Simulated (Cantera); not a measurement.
Mixture: 1.92 % CH4, 4.71 % H2, 19.6 % O2, 73.8 % N2, equivalence ratio 0.32, at 2.80 bar, adiabatic and at constant volume. Ignition delay is the time to a rise of 400 K.

Detailed kinetics in Cantera: GRI-Mech 3.0 (53 species, 325 reactions).

**Question.** Predict: delay at 1000 K; delay at 1100 K; delay at 1200 K; delay at 1300 K; delay at 1400 K; delay at 1500 K; delay at 1600 K; apparent activation energy between 1400 and 1600 K.

**Answer.** 
```
Property                                               Result
--------------------------------------------------  ---------
delay at 1000 K                                       16.6 ms
delay at 1100 K                                      0.440 ms
delay at 1200 K                                       96.1 µs
delay at 1300 K                                       40.0 µs
delay at 1400 K                                       22.3 µs
delay at 1500 K                                       14.5 µs
delay at 1600 K                                       10.4 µs
apparent activation energy between 1400 and 1600 K  71 kJ/mol
```
